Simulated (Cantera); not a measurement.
A perfectly stirred reactor is fed with 7.68 % CH4, 15.4 % O2, 57.8 % N2, 19.2 % H2O, equivalence ratio 1.0, at 100000 Pa; it is adiabatic with a 473 K inlet, and is followed from long to short residence time, starting on the burning branch (τ in s: 0.063, 0.035, 0.02, 0.011, 0.006, 0.0034, 0.0019, 0.001, 0.00058, 0.00032, 0.00018, 0.0001).

Detailed kinetics in Cantera: GRI-Mech 3.0 (53 species, 325 reactions).

One state of this run: T (K) = 1936; x CH4 = 3.65e-5; x O2 = 0.00700; x H2O = 0.332; x HCN = 5.03e-7; x C2H4 = 2.81e-8; x CO = 0.00760; x CH3 = 1.60e-5. x: mole fraction; the columns are a selection and need not sum to one.

Which value of τ (s) does it belong to?
(A) 0.00018
(B) 0.0019
(C) 0.035
(D) 0.011

D, 0.011
